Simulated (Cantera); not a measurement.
Standard-state values (1 bar) from the NASA 1993 polynomials, evaluated with Cantera. Values are per mole of reaction as written; species without (g) are pure solids or liquids, kept so even where they would boil at 1 bar.

Question: Between 400 and 850 K, where is each reaction favourable under standard conditions?
- 2 TiO(g) + 3 Cl₂(g) ⇌ 2 TiCl₃ + O₂(g)
- H₂O(g) + TiCl₃ ⇌ HCl(g) + H(g) + TiOCl₂(g)

Answer: 
- 2 TiO(g) + 3 Cl₂(g) ⇌ 2 TiCl₃ + O₂(g): ΔG° is -1293 kJ at 400 K and -1017 kJ at 850 K; it stays negative (K > 1). ΔH° is -1522 kJ and ΔS° -594 J/K at 850 K.
- H₂O(g) + TiCl₃ ⇌ HCl(g) + H(g) + TiOCl₂(g): ΔG° is 426 kJ at 400 K and 297 kJ at 850 K; it stays positive (K < 1). ΔH° is 539 kJ and ΔS° 285 J/K at 850 K.
